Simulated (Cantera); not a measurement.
An isothermal, constant-pressure homogeneous reactor starts with NO : N₂ = 1 : 1.5 (molar parts), at 2000 K and 0.0237 atm.

Model: GRI-Mech 3.0 (53 species, 325 reactions), integrated in Cantera. Radical loss at walls, strong at low pressure, is not modelled.

x: mole fraction; the columns are a selection and need not sum to one.

| t (s) | x NO | x N₂ | x O₂ | x O | x N₂O | x NO₂ |
|---|---|---|---|---|---|---|
| 8.00e-5 | 0.400 | 0.600 | 2.08e-10 | [?] | 3.56e-7 | 2.78e-10 |
| 0.000318 | 0.400 | 0.600 | 3.31e-9 | [?] | 1.41e-6 | 4.29e-9 |
| 0.00127 | 0.400 | 0.600 | 5.31e-8 | [?] | 5.44e-6 | 6.14e-8 |
| 0.00504 | 0.400 | 0.600 | 9.03e-7 | [?] | 1.94e-5 | 6.96e-7 |
| 0.0201 | 0.400 | 0.600 | 1.85e-5 | [?] | 5.14e-5 | 4.68e-6 |
| 0.0798 | 0.399 | 0.600 | 0.000364 | [?] | 6.49e-5 | 1.28e-5 |
| 0.317 | 0.394 | 0.603 | 0.00285 | [?] | 5.99e-5 | 1.71e-5 |
| 1.26 | 0.371 | 0.614 | 0.0141 | [?] | 5.00e-5 | 2.62e-5 |
| 5.03 | 0.271 | 0.664 | 0.0637 | [?] | 2.30e-5 | 3.91e-5 |
| 20.0 | 0.0576 | 0.770 | 0.170 | [?] | 9.24e-7 | 1.38e-5 |

### Question
Fill in the missing entries.

### Answer

- 8.00e-5, x O: 3.57e-7
- 0.000318, x O: 1.43e-6
- 0.00127, x O: 5.80e-6
- 0.00504, x O: 2.48e-5
- 0.0201, x O: 0.000117
- 0.0798, x O: 0.000381
- 0.317, x O: 0.000503
- 1.26, x O: 0.000686
- 5.03, x O: 0.00117
- 20.0, x O: 0.00180
